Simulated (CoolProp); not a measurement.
The fluid at 298.15 K and 2.9 MPa (stagnation) flows isentropically through a choked orifice. The same conditions are run with several fluids, on thermodynamics alone (safety and materials aside).

The numbers come from the reference Helmholtz-energy equation of state of each fluid (ethylene: Smukala 2000; carbon monoxide: Lemmon 2006; dry air: Lemmon 2000; CF4 (R14): Platzer 1990; oxygen: Schmidt 1985) in CoolProp. The equations of Platzer and Polt are older, rougher fits. Blends and air are pseudo-pure fits.

```json
[
 {"fluid": "ethylene", "throat to inlet pressure ratio": "0.560", "mass flux (kg/(m² s))": "7030", "throat temperature (K)": "260.7"},
 {"fluid": "carbon monoxide", "throat to inlet pressure ratio": "0.524", "mass flux (kg/(m² s))": "6760", "throat temperature (K)": "247.0"},
 {"fluid": "dry air", "throat to inlet pressure ratio": "0.525", "mass flux (kg/(m² s))": "6870", "throat temperature (K)": "247.1"},
 {"fluid": "CF4 (R14)", "throat to inlet pressure ratio": "0.576", "mass flux (kg/(m² s))": "11600", "throat temperature (K)": "272.6"},
 {"fluid": "oxygen", "throat to inlet pressure ratio": "0.526", "mass flux (kg/(m² s))": "7230", "throat temperature (K)": "247.5"}
]
```
